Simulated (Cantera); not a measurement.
Input: 1 mol SiHCl₃, 0.83 mol C₃H₈, 21 mol H₂, equilibrated at 130 Pa.

These are equilibrium values from Cantera (NASA tables, ideal gas, pure condensed phases), not measurements of a reactor. Candidate condensed phases: C, C₆H₆, C₇H₈, C₈H₁₈, Si, SiC; 109 gas species. Kinetics and transport are ignored. All values below are at 1498 K.

Base state: H₂ 0.886, HCl 0.113, H 0.000449, SiCl₂ 0.000336, Cl 4.62e-5 (mole fractions); condensed: C(graphite) + SiC(s).

What changes in the equilibrium state with this change: C₃H₈ from 0.83 to 0.11 mol?


```
species             before     after
----------------  --------  --------
H₂                   0.886     0.895
HCl                  0.113    0.0807
SiCl₂             0.000336    0.0233
SiCl               1.80e-7   1.76e-5
SiCl₃              3.67e-6  0.000181
Cl                 4.62e-5   3.28e-5
H                 0.000449  0.000451
C(graphite), mol      1.50         0
SiC(s), mol          0.991     0.330
Si(s), mol               0     0.118
```
Mutual solubility and eutectic melting of coexisting phases are not modelled. The tables' values for SiCl₃, SiCl are old estimates; treat these amounts as uncertain.
